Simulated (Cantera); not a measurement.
A Cantera script and its output.

```python
import numpy as np
import cantera as ct

gas = ct.Solution("SiF4_NH3_mec.yaml", "gas")
gas.TPX = 1900, 101325, {'NH3': 1, 'N2': 0.44, 'H2': 0.012}
reactor = ct.IdealGasConstPressureReactor(gas, energy="off", clone=False)
net = ct.ReactorNet([reactor])
net.rtol, net.atol = 1e-08, 1e-18
show = ['NH3', 'N2H2', 'N2H4', 'NH', 'N', 'H2']
times = np.geomspace(4e-06, 80, 15)

steps = ct.SolutionArray(gas, extra=["t"])
rows = []
print(f"{'t/s':>10s}{'T/K':>9s}{'P/Pa':>11s}" + "".join(f"{s:>11s}" for s in show))
for t in times:
    while net.time < t:
        t_next = net.step()
        steps.append(gas.state, t=t_next)
    rows.append([np.interp(t, steps.t, y) for y in (steps.T, steps.P, *steps(*show).X.T)])
    print(f"{t:10.3e}{rows[-1][0]:9.1f}{rows[-1][1]:11.4g}" + "".join(f"{x:11.3e}" for x in rows[-1][2:]))
rate = np.gradient(steps.T, steps.t)
print("integrator steps:", len(steps.t))
if steps.T.max() > steps.T[0] + 200:
    print(f"time of steepest temperature rise: {steps.t[rate.argmax()]:.4e} s")
gas.TPX = 1900, 101325, {'NH3': 1, 'N2': 0.44, 'H2': 0.012}
gas.equilibrate("TP")
print(f"equilibrium (TP): T = {gas.T:.1f} K  " + "  ".join(f"{s} {gas[s].X[0]:.3e}" for s in show))
```

Result:

```
       t/s      T/K       P/Pa        NH3       N2H2       N2H4         NH          N         H2
 4.000e-06   1900.0  1.013e+05  6.887e-01  8.320e-10  3.475e-10  2.103e-09  3.675e-13  8.274e-03
 1.329e-05   1900.0  1.013e+05  6.886e-01  1.485e-08  4.111e-09  3.876e-08  3.192e-11  8.295e-03
 4.416e-05   1900.0  1.013e+05  6.884e-01  2.132e-07  4.469e-08  5.090e-07  1.825e-09  8.371e-03
 1.467e-04   1900.0  1.013e+05  6.877e-01  1.837e-06  3.136e-07  2.716e-06  1.639e-08  8.771e-03
 4.876e-04   1900.0  1.013e+05  6.850e-01  3.076e-06  4.989e-07  3.991e-06  3.058e-08  1.109e-02
 1.620e-03   1900.0  1.013e+05  6.758e-01  3.010e-06  4.736e-07  4.296e-06  5.005e-08  1.917e-02
 5.384e-03   1900.0  1.013e+05  6.468e-01  2.786e-06  4.130e-07  4.898e-06  1.015e-07  4.486e-02
 1.789e-02   1900.0  1.013e+05  5.626e-01  2.219e-06  3.113e-07  5.482e-06  1.848e-07  1.193e-01
 5.944e-02   1900.0  1.013e+05  3.739e-01  1.215e-06  1.691e-07  5.261e-06  2.510e-07  2.860e-01
 1.975e-01   1900.0  1.013e+05  1.339e-01  3.057e-07  3.976e-08  3.701e-06  2.625e-07  4.980e-01
 6.563e-01   1900.0  1.013e+05  1.829e-02  1.869e-08  1.899e-09  1.328e-06  1.556e-07  6.001e-01
 2.181e+00   1900.0  1.013e+05  2.276e-03  4.940e-10  4.408e-11  2.492e-07  3.598e-08  6.141e-01
 7.246e+00   1900.0  1.013e+05  5.087e-04  2.617e-11  2.279e-12  5.768e-08  8.482e-09  6.157e-01
 2.408e+01   1900.0  1.013e+05  1.409e-04  2.348e-12  1.752e-13  1.601e-08  2.358e-09  6.160e-01
 8.000e+01   1900.0  1.013e+05  4.177e-05  5.371e-13  1.540e-14  4.748e-09  6.990e-10  6.161e-01
integrator steps: 1667
equilibrium (TP): T = 1900.0 K  NH3 7.230e-06  N2H2 3.679e-13  N2H4 4.633e-16  NH 8.218e-10  N 1.210e-10  H2 6.161e-01
```

Detailed kinetics in Cantera: the gas-phase N/H chemistry of the illustrative SiF4/NH3 mechanism in the Surface Chemkin manual (1991). Walls and surfaces, which speed up NH3 decomposition in real reactors, are not modelled.
